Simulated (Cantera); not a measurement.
Mixture: 7.61 % CH₄, 15.2 % O₂, 70.0 % N₂, 7.15 % H₂O, at 750 Torr, adiabatic and at constant pressure. Ignition delay is the time to a rise of 400 K.

Model: GRI-Mech 3.0 (53 species, 325 reactions), integrated in Cantera.

**Question.** Predict: delay at 1100 K; delay at 1200 K; delay at 1300 K; delay at 1400 K; delay at 1500 K; delay at 1600 K; delay at 1700 K; apparent activation energy between 1500 and 1700 K.

**Answer.** 
```
Property                                                Result
--------------------------------------------------  ----------
delay at 1100 K                                        0.281 s
delay at 1200 K                                        65.6 ms
delay at 1300 K                                        17.3 ms
delay at 1400 K                                        5.04 ms
delay at 1500 K                                        1.63 ms
delay at 1600 K                                       0.605 ms
delay at 1700 K                                       0.260 ms
apparent activation energy between 1500 and 1700 K  190 kJ/mol
```
